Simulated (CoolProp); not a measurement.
Vapour-liquid equilibrium of R142b (1) + R113 (2) at 0.0478 MPa; x and y are mole fractions of (1).

Computed with CoolProp (multi-fluid Helmholtz-energy mixture model, Lemmon 2006 and Marx 1992; pair parameters Bell 2016).

| x | bubble temperature, mixture model (K) | bubble temperature, Raoult's law (K) | y, mixture model | y, Raoult's law |
|---|---|---|---|---|
| 0.05 | 290.1 | 292.4 | 0.351 | 0.294 |
| 0.15 | 277.1 | 281.3 | 0.669 | 0.609 |
| 0.25 | 268.9 | 273.3 | 0.799 | 0.762 |
| 0.35 | 263.5 | 267.3 | 0.865 | 0.847 |
| 0.45 | 259.5 | 262.6 | 0.904 | 0.899 |
| 0.55 | 256.4 | 258.7 | 0.930 | 0.933 |
| 0.65 | 253.9 | 255.4 | 0.950 | 0.957 |
| 0.75 | 251.7 | 252.5 | 0.966 | 0.974 |
| 0.85 | 249.7 | 250.1 | 0.980 | 0.986 |
| 0.95 | 247.8 | 247.9 | 0.993 | 0.996 |

The largest gap from Raoult's law is -4.4 K in bubble temperature, at x = 0.25. No azeotrope shows between x = 0.05 and 0.95.

Pair parameters are fitted to limited data, so mixtures are less certain than the pure fluids.
